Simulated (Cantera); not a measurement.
A closed system holds: 1 mol FeS2, 2.8 mol H2S, 0.039 mol H2O, 4.7 mol O2, at 7800 Pa.

Equilibrium computed with Cantera from the NASA thermochemical tables; the gas is ideal and each condensed phase is pure. Candidate condensed phases: Fe, FeO, Fe(OH)2, Fe(OH)3, FeS, FeSO4, FeS2, Fe2O3, Fe2(SO4)3, Fe3O4, H2O, H2SO4, S; 22 gas species. Metal and sulfide melt together well below either melting point, which pure phases cannot show. Mutual solubility and eutectic melting of coexisting phases are not modelled. The tables' stoichiometric FeO is somewhat more stable than real wüstite, so its field is too wide. FeO, FeS: taken at fixed stoichiometry. Gases not in the tables: S3 to S7. Kinetics and transport are ignored.

x: gas mole fraction; n: condensed amount in mol.

```
T (K)  x SO2  x H2O    x S2      x H2      x SO    x H2S  n FeS(s)  n Fe3O4(s)  n FeO(s)
-----  -----  -----  ------  --------  --------  -------  --------  ----------  --------
948    0.523  0.434  0.0297  0.000911   1.68e-5   0.0108      1.00           0         0
1048   0.522  0.435  0.0311   0.00208   7.40e-5  0.00847      1.00           0         0
1148   0.510  0.430  0.0441   0.00447  0.000269  0.00880         …      0.0366         0
1248   0.495  0.424  0.0601   0.00855  0.000794  0.00921         …      0.0831         0
1348   0.473  0.409  0.0873    0.0151   0.00203   0.0103         …           0     0.553
1448   0.435  0.388   0.130    0.0254   0.00454   0.0121         0           0     1.000
1548   0.436  0.378   0.127    0.0356   0.00866   0.0103         0           0     1.000
1648   0.435  0.365   0.122    0.0474    0.0152  0.00875         0           0     1.000
```

Problem. Some entries are withheld; supply them.

Solution. 
- 1148, n FeS(s): 0.890
- 1248, n FeS(s): 0.751
- 1348, n FeS(s): 0.447
